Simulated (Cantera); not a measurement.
A closed system holds: 1 mol SiCl4, 7.5 mol N2, 1.2 mol H2, at 0.133 bar.

These are equilibrium values from Cantera (NASA tables, ideal gas, pure condensed phases), not measurements of a reactor. Candidate condensed phases: NH4Cl, Si, Si3N4; 28 gas species. N2 is the only nitrogen source here; it is nearly inert below about 1500 K, so the nitride shown seldom forms there in practice. Rates play no part.

Over these rows the condensed part is Si3N4(s). Partial pressures as log10 of bar:

| T (K) | 1000/T (1/K) | log p SiCl2 | log p N2 | log p HCl | log p SiCl4 | log p H2 |
|---|---|---|---|---|---|---|
| 1173 | 0.8525 | -5.25 | -1.01 | -1.65 | -2.10 | -2.30 |
| 1223 | 0.8177 | -4.74 | -1.01 | -1.64 | -2.11 | -2.31 |
| 1273 | 0.7855 | ? | -1.01 | -1.64 | -2.12 | -2.32 |
| 1323 | 0.7559 | -3.86 | -1.01 | -1.64 | -2.14 | -2.33 |
| 1373 | 0.7283 | -3.47 | -1.01 | -1.63 | -2.16 | -2.34 |
| 1423 | 0.7027 | -3.12 | -1.01 | -1.64 | -2.20 | -2.35 |

Q: Fit log p(SiCl2) = a + b·(1000/T) to the five rows, give the apparent enthalpy, and predict the row at 1273 K.

A: Means: 1000/T = 0.7714, log p = -4.088. Sxy = -0.221097, Sxx = 0.0155384, so b = -14.23 and a = -4.088 − (-14.23)×0.7714 = 6.89.
Apparent enthalpy: −19.145 × (-14.23) = 272 kJ/mol. With the condensed phases at unit activity, 1/6 Si3N4(s) + 1/2 SiCl4(g) = SiCl2(g) + 1/3 N2(g) links this pressure to the main gases: over the six rows their terms move log p by -0.05 in all, so the slope is close to that reaction's ΔH°. The five rows lie within 0.01 of the line.
Prediction at 1273 K: 6.89 + (-14.23)×0.7855 = -4.29. The computed value is -4.28, 0.01 from the line.
